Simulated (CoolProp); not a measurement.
Computed with CoolProp (reference Helmholtz-energy equation of state, Guder 2009).

Problem. For sulfur hexafluoride, give the phase and the speed of sound (m/s), fugacity coefficient at -14.25 °C and 1260 kPa; 7.85 °C and 1260 kPa.

Solution. 
- -14.25 °C and 1260 kPa: liquid; speed of sound 393, fugacity coefficient 0.571
- 7.85 °C and 1260 kPa: gas; speed of sound 110, fugacity coefficient 0.831
